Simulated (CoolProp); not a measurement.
The fluid at 313.85 K and 1.41 MPa expands adiabatically to 0.199 MPa with isentropic efficiency 0.8. The same conditions are run with several fluids, on thermodynamics alone (safety and materials aside).

Model: reference Helmholtz-energy equation of state of each fluid (R125: Lemmon 2005; carbon monoxide: Lemmon 2006; sulfur hexafluoride: Guder 2009; C2F6 (R116): Lemmon 2006; CH3F (R41): Lemmon 2006), in CoolProp.

Problem. Rank R125, carbon monoxide, sulfur hexafluoride, C2F6 (R116), CH3F (R41) by work (kJ/kg), highest first.

Solution. carbon monoxide (111), CH3F (R41) (88.2), R125 (26.9), C2F6 (R116) (25.1), sulfur hexafluoride (23.3)

| fluid | final temperature (K) | final density (kg/m³) |
|---|---|---|
| R125 | 261.6 | 11.5 |
| carbon monoxide | 205.1 | 3.28 |
| sulfur hexafluoride | 266.8 | 13.5 |
| C2F6 (R116) | 271.1 | 12.5 |
| CH3F (R41) | 216.1 | 3.99 |
